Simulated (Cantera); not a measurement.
A perfectly stirred reactor is fed with 30.5 % CH₄, 23.8 % CO₂, 45.7 % H₂, at 0.987 atm; it is held at 2023 K, and followed from long to short residence time.

Computed with Cantera and GRI-Mech 3.0 (53 species, 325 reactions).

Task: Predict: x(CH₄) at τ = 19.0 s; x(CO₂) at τ = 19.0 s; x(H₂) at τ = 19.0 s; x(CH₂O) at τ = 19.0 s; x(CH₄) at τ = 0.250 s; x(CO₂) at τ = 0.250 s; x(H₂) at τ = 0.250 s; x(CH₂O) at τ = 0.250 s.

Result: 
```
Property                 Result
----------------------  -------
x(CH₄) at τ = 19.0 s    0.00135
x(CO₂) at τ = 19.0 s    7.08e-5
x(H₂) at τ = 19.0 s       0.667
x(CH₂O) at τ = 19.0 s   8.41e-8
x(CH₄) at τ = 0.250 s   0.00677
x(CO₂) at τ = 0.250 s   0.00273
x(H₂) at τ = 0.250 s      0.642
x(CH₂O) at τ = 0.250 s  2.22e-7
```
